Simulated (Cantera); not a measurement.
Gas mixture: NO = 0.28 (molar parts), at 100.0 Torr, frozen composition.

Cantera's kinetic-theory transport with the Lennard-Jones parameters of GRI-Mech 3.0, ideal gas; thermal conductivity in the mixture-averaged form. The composition is frozen, though it would react at the higher temperatures.

D: mixture-averaged diffusion coefficient of that species in the mixture.

| T (K) | ρ (kg/m³) | cp (J/kg/K) | μ (µPa s) | λ (mW/m/K) | Pr | D (cm²/s) CO2 | D (cm²/s) NO | D (cm²/s) NH3 |
|---|---|---|---|---|---|---|---|---|
| 400 | 0.120 | 998.6 | 23.1 | 32.4 | 0.712 | 1.98 | 507 | 2.87 |
| 600 | 0.0802 | 1041 | 30.6 | 45.1 | 0.706 | 4.05 | 1040 | 6.02 |
| 800 | 0.0601 | 1092 | 37.1 | 57.3 | 0.708 | 6.64 | 1700 | 10.0 |
| 1000 | 0.0481 | 1133 | [?] | [?] | 0.709 | [?] | [?] | [?] |
| 1200 | 0.0401 | 1159 | [?] | [?] | 0.707 | [?] | [?] | [?] |
| 1400 | 0.0344 | 1181 | 53.4 | 89.4 | 0.706 | 17.0 | 4360 | 26.2 |

Complete the blanks.


- 1000, μ (µPa s): 42.9
- 1000, λ (mW/m/K): 68.6
- 1000, D (cm²/s) CO2: 9.69
- 1000, D (cm²/s) NO: 2480
- 1000, D (cm²/s) NH3: 14.7
- 1200, μ (µPa s): 48.4
- 1200, λ (mW/m/K): 79.3
- 1200, D (cm²/s) CO2: 13.2
- 1200, D (cm²/s) NO: 3370
- 1200, D (cm²/s) NH3: 20.1
